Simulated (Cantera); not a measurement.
An isothermal, constant-pressure homogeneous reactor starts with NO : N2 = 1 : 0.15 (molar parts), at 1475 K and 825 Torr. Integrator tolerance rtol = 1e-08.

Cantera simulation using GRI-Mech 3.0 (53 species, 325 reactions); the numbers are that mechanism's predictions, not measurements.

Question: What does this change do: pressure from 825 Torr to 24.8 Torr?

Answer: 
```tsv
quantity	before	after
x(NO) at 7.00 s	0.798 (gas-phase equilibrium 0.00132)	0.867 (gas-phase equilibrium 0.00132)
x(O) at 7.00 s	5.50e-7 (gas-phase equilibrium 1.81e-6)	1.58e-6 (gas-phase equilibrium 1.05e-5)
x(N2) at 7.00 s	0.166 (gas-phase equilibrium 0.565)	0.131 (gas-phase equilibrium 0.565)
x(NO2) at 7.00 s	0.00203 (gas-phase equilibrium 1.15e-5)	0.000108 (gas-phase equilibrium 1.99e-6)
x(N2O) at 7.00 s	0.000210 (gas-phase equilibrium 7.25e-8)	0.000229 (gas-phase equilibrium 1.26e-8)
```
Radical loss at walls, strong at low pressure, is not modelled.

Question: What does this change do: 0.11 parts H2O added?

Answer: 
| quantity | before | after |
|---|---|---|
| x(NO) at 7.00 s | 0.798 (gas-phase equilibrium 0.00132) | 0.733 (gas-phase equilibrium 0.00121) |
| x(O) at 7.00 s | 5.50e-7 (gas-phase equilibrium 1.81e-6) | 5.01e-7 (gas-phase equilibrium 1.73e-6) |
| x(N2) at 7.00 s | 0.166 (gas-phase equilibrium 0.565) | 0.149 (gas-phase equilibrium 0.515) |
| x(NO2) at 7.00 s | 0.00203 (gas-phase equilibrium 1.15e-5) | 0.00172 (gas-phase equilibrium 1.00e-5) |
| x(N2O) at 7.00 s | 0.000210 (gas-phase equilibrium 7.25e-8) | 0.000125 (gas-phase equilibrium 6.32e-8) |

Question: What does this change do: temperature 1475 to 2075 K?

Answer: 
| quantity | before | after |
|---|---|---|
| x(NO) at 7.00 s | 0.798 (gas-phase equilibrium 0.00132) | 0.0113 (gas-phase equilibrium 0.0113) |
| x(O) at 7.00 s | 5.50e-7 (gas-phase equilibrium 1.81e-6) | 0.000732 (gas-phase equilibrium 0.000732) |
| x(N2) at 7.00 s | 0.166 (gas-phase equilibrium 0.565) | 0.559 (gas-phase equilibrium 0.559) |
| x(NO2) at 7.00 s | 0.00203 (gas-phase equilibrium 1.15e-5) | 2.59e-5 (gas-phase equilibrium 2.58e-5) |
| x(N2O) at 7.00 s | 0.000210 (gas-phase equilibrium 7.25e-8) | 5.58e-7 (gas-phase equilibrium 5.58e-7) |
